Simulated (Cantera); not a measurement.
A perfectly stirred reactor is fed with 21.4 % H₂, 48.5 % O₂, 30.1 % N₂, equivalence ratio 0.22, at 1.00 bar; it is held at 1275 K, and followed from long to short residence time.

Computed with Cantera and GRI-Mech 3.0 (53 species, 325 reactions). The temperature is held fixed by assumption; the heat of reaction is taken as removed at once.

x: mole fraction; the columns are a selection and need not sum to one.

```json
[
 {"τ (s)": "2.5", "x H₂": "4.05e-5", "x O₂": "0.424", "x H": "8.71e-8", "x NO": "2.48e-7", "x H₂O": "0.239", "x NO₂": "1.41e-8", "x OH": "9.67e-5"},
 {"τ (s)": "1.1", "x H₂": "7.09e-5", "x O₂": "0.424", "x H": "1.98e-7", "x NO": "2.51e-7", "x H₂O": "0.239", "x NO₂": "1.69e-8", "x OH": "0.000125"},
 {"τ (s)": "0.52", "x H₂": "0.000118", "x O₂": "0.424", "x H": "4.19e-7", "x NO": "2.35e-7", "x H₂O": "0.239", "x NO₂": "1.75e-8", "x OH": "0.000158"},
 {"τ (s)": "0.24", "x H₂": "0.000200", "x O₂": "0.424", "x H": "9.10e-7", "x NO": "2.03e-7", "x H₂O": "0.239", "x NO₂": "1.59e-8", "x OH": "0.000201"},
 {"τ (s)": "0.11", "x H₂": "0.000340", "x O₂": "0.424", "x H": "1.99e-6", "x NO": "1.65e-7", "x H₂O": "0.239", "x NO₂": "1.28e-8", "x OH": "0.000255"},
 {"τ (s)": "0.050", "x H₂": "?", "x O₂": "0.424", "x H": "?", "x NO": "?", "x H₂O": "0.238", "x NO₂": "?", "x OH": "?"},
 {"τ (s)": "0.023", "x H₂": "0.000965", "x O₂": "0.424", "x H": "9.54e-6", "x NO": "1.03e-7", "x H₂O": "0.238", "x NO₂": "6.32e-9", "x OH": "0.000417"},
 {"τ (s)": "0.010", "x H₂": "0.00164", "x O₂": "0.424", "x H": "2.19e-5", "x NO": "8.46e-8", "x H₂O": "0.237", "x NO₂": "4.08e-9", "x OH": "0.000549"},
 {"τ (s)": "0.0048", "x H₂": "?", "x O₂": "0.424", "x H": "?", "x NO": "7.95e-8", "x H₂O": "0.236", "x NO₂": "?", "x OH": "?"},
 {"τ (s)": "0.0022", "x H₂": "0.00407", "x O₂": "0.424", "x H": "9.90e-5", "x NO": "8.80e-8", "x H₂O": "0.234", "x NO₂": "2.28e-9", "x OH": "0.000958"},
 {"τ (s)": "0.0010", "x H₂": "0.00631", "x O₂": "0.424", "x H": "0.000216", "x NO": "1.15e-7", "x H₂O": "0.231", "x NO₂": "1.99e-9", "x OH": "0.00132"}
]
```

**Question.** Complete the blanks.

**Answer.** 
- 0.050, x H₂: 0.000578
- 0.050, x H: 4.38e-6
- 0.050, x NO: 1.30e-7
- 0.050, x NO₂: 9.31e-9
- 0.050, x OH: 0.000326
- 0.0048, x H₂: 0.00258
- 0.0048, x H: 4.56e-5
- 0.0048, x NO₂: 2.92e-9
- 0.0048, x OH: 0.000713
